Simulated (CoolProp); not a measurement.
A closed Brayton cycle with carbon dioxide: compressor inlet 317.15 K and 9.1 MPa, high pressure 21 MPa, turbine inlet 920 K, compressor efficiency 0.89, turbine efficiency 0.9, recuperator effectiveness 0.8 (on enthalpy, no pinch check). Each further row changes one setting.

Computed with CoolProp (reference Helmholtz-energy equation of state, Span 1996).

```tsv
case	thermal efficiency (%)	net work (kJ/kg)	compressor to turbine work	compressor exit (K)	turbine exit (K)
as stated	[?]	96.4	0.23	367.9	812.1
turbine inlet 870 K	28.9	89.0	0.25	367.9	765.9
compressor inlet 327.15 K	[?]	87.4	[?]	[?]	812.1
high pressure 17.8 MPa	[?]	[?]	[?]	[?]	832.9
recuperator effectiveness 0.5	19.9	96.4	0.23	367.9	812.1
```

**Question.** Complete the blanks.

**Answer.** 
- as stated, thermal efficiency (%): 29.6
- compressor inlet 327.15 K, thermal efficiency (%): 29.3
- compressor inlet 327.15 K, compressor to turbine work: 0.30
- compressor inlet 327.15 K, compressor exit (K): 392.5
- high pressure 17.8 MPa, thermal efficiency (%): 26.4
- high pressure 17.8 MPa, net work (kJ/kg): 79.7
- high pressure 17.8 MPa, compressor to turbine work: 0.22
- high pressure 17.8 MPa, compressor exit (K): 357.8
